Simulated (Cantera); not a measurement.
# Thermodynamics of metals in furnace atmospheres, feed Cu + H2O + N2

Input: 1 mol Cu, 17 mol H2O, a varied amount of N2, at 270 Pa.

Cantera equilibrium calculation (NASA polynomials, part measured and part estimated; ideal gas, pure solids and liquids). Candidate condensed phases: Cu, CuO, Cu(OH)2, Cu2O, H2O; 27 gas species. Mutual solubility and eutectic melting of coexisting phases are not modelled. Kinetics and transport are ignored.

Question: Map the stable condensed phases over T = 477, 627, 777, 927, 1077, 1227, 1377, 1527, 1677 °C and n(N2) in mol = 1.1, 1.7, 2.5, 3.9, 5.9, 9.1, 14, 21, 32, 49, 75, 120, 180.

Answer: 
```
T in °C \ n(N2) in mol
         1.1 1.7 2.5 3.9 5.9 9.1  14  21  32  49  75 120 180
   1677    A   A   A   A   A   A   A   A   A   A   A   A   A
   1527    A   A   A   A   A   A   A   A   A   A   A   A   A
   1377    B   B   B   B   B   B   B   A   A   A   A   A   A
   1227    B   B   B   B   B   B   B   B   B   B   B   B   B
   1077    B   B   B   B   B   B   B   B   B   B   B   B   B
    927    B   B   B   B   B   B   B   B   B   B   B   B   B
    777    C   C   C   C   C   C   C   C   C   C   C   C   C
    627    C   C   C   C   C   C   C   C   C   C   B   B   B
    477    B   B   B   B   B   B   B   B   B   B   B   B   B
```
A: gas only; B: Cu; C: Cu + Cu2O.
